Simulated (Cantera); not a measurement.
What does this Cantera script print?

```python
import numpy as np
import cantera as ct

gas_names = """
    N NO NO2 NO3 N2 N2O O O2 O3 Pb PbO Pb2
""".split()
cond_names = """
    Pb(cr) Pb(L) PbO(rd) PbO(yw) PbO(L) PbO2(s) Pb3O4(s)
""".split()


def load(file, names, dense=False):
    # The tables refer to 1 bar. Condensed volumes are neglected.
    table = {s.name: s for s in ct.Species.list_from_file(file)}
    out = []
    for n in names:
        d = dict(table[n].input_data)
        d["thermo"] = dict(d["thermo"], **{"reference-pressure": 1e5})
        if dense:
            d["equation-of-state"] = {"model": "constant-volume", "density": "1e6 g/cm^3"}
        out.append(ct.Species.from_dict(d))
    return out


gas = ct.Solution(thermo="ideal-gas", species=load("nasa_gas.yaml", gas_names))
cond = {s.name: ct.Solution(thermo="fixed-stoichiometry", species=[s], name=s.name)
        for s in load("nasa_condensed.yaml", cond_names, dense=True)}
atoms = {
    'PbO': {'Pb': 1, 'O': 1},
    'O2': {'O': 2},
    'N2': {'N': 2},
}
top_T = {'Pb3O4(s)': 820}  # K; cautious upper limits of use, not melting points


def equilibrate(T, P, feed):
    n = {}
    for name, mol in feed.items():
        for a, k in atoms[name].items():
            n[a] = n.get(a, 0.0) + k * mol
    gas.TPX = T, P, n
    mass = sum(n.values()) * gas.mean_molecular_weight
    gas.equilibrate("TP")
    valid = [c for c in cond.values() if c.min_temp <= T <= top_T.get(c.name, c.max_temp)]
    mix = ct.Mixture([(gas, mass / gas.mean_molecular_weight)] + [(c, 0.0) for c in valid])
    mix.T, mix.P = T, P
    mix.equilibrate("TP", solver="vcs", rtol=1e-11, max_steps=5000)
    return mix


results = []
feed = {'PbO': 1, 'O2': 0.079, 'N2': 1.6}  # mol
P = 61  # Pa
for T in [1023, 1073, 1123, 1173, 1223, 1273, 1323, 1373, 1423, 1473, 1523, 1573]:
    mix = equilibrate(T, P, feed)
    results.append((T, P, feed, dict(zip(mix.species_names, mix.species_moles))))

top = {s: max(r[3][s] / sum(r[3][g] for g in gas_names) for r in results) for s in gas_names}
cols = sorted((s for s in top if top[s] > 0.001), key=lambda s: -top[s])[:7]
seen = [c for c in cond_names if any(r[3].get(c, 0) > 1e-12 for r in results)]
print("log10 of partial pressures in bar; condensed amounts in mol")
print(f"{'T/K':>10s}" + "".join(f"{s[:9]:>10s}" for s in cols + seen))
for T, P, feed, n in results:
    ng = sum(n[g] for g in gas_names)
    print(f"{T:10.4g}" + "".join(f"{np.log10(max(n[s] / ng * P / 1e5, 1e-99)):10.3f}" for s in cols)
          + "".join(f"{n.get(c, 0):10.4g}" for c in seen))
```

It prints:

```
log10 of partial pressures in bar; condensed amounts in mol
       T/K        N2       PbO        Pb        O2        NO   PbO(yw)    PbO(L)
      1023    -3.236    -6.192    -8.274    -4.543    -7.896    0.9982         0
      1073    -3.238    -5.536    -7.318    -4.544    -7.680    0.9918         0
      1123    -3.244    -4.941    -6.448    -4.548    -7.487    0.9669         0
      1173    -3.266    -4.413    -5.666    -4.556    -7.321         0    0.8795
      1223    -3.334    -3.965    -4.989    -4.553    -7.187         0    0.5899
      1273    -3.449    -3.711    -4.551    -4.501    -7.064         0         0
      1323    -3.452    -3.740    -4.416    -4.437    -6.893         0         0
      1373    -3.457    -3.774    -4.300    -4.374    -6.732         0         0
      1423    -3.462    -3.815    -4.201    -4.315    -6.583         0         0
      1473    -3.467    -3.862    -4.118    -4.261    -6.444         0         0
      1523    -3.472    -3.916    -4.048    -4.213    -6.316         0         0
      1573    -3.477    -3.974    -3.989    -4.172    -6.198         0         0
```

Cantera equilibrium calculation (NASA polynomials, part measured and part estimated; ideal gas, pure solids and liquids). Gases not in the tables: (PbO)n polymers.
